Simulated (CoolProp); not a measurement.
Saturation properties of dimethyl carbonate.

Model: reference Helmholtz-energy equation of state, Zhou 2011, in CoolProp.

```tsv
T (K)	p (MPa)	enthalpy of vaporisation (kJ/kg)	liquid cp (kJ/(kg K))	surface tension (mN/m)
293.5	0.005697	422.3	1.827	29.1
311.7	0.01404	410.3	1.852	26.4
329.9	0.03072	398.2	1.884	23.7
348.1	0.06095	386.1	1.922	21.1
366.3	0.1115	373.5	1.966	18.6
384.5	0.1908	360.4	2.014	16.2
402.7	0.3085	346.6	2.068	13.9
420.9	0.4755	331.8	2.126	11.6
439.1	0.7043	315.7	2.190	9.53
457.3	1.008	298.0	2.266	7.55
475.5	1.403	277.9	2.363	5.70
493.7	1.906	254.5	2.501	4.01
511.9	2.539	225.9	2.731	2.51
530.1	3.332	187.3	3.229	1.22
548.3	4.330	122.3	5.577	0.254
```

It boils at 363.3 K under 1 atm.

Surface tension comes from a separate correlation (Mulero 2014).
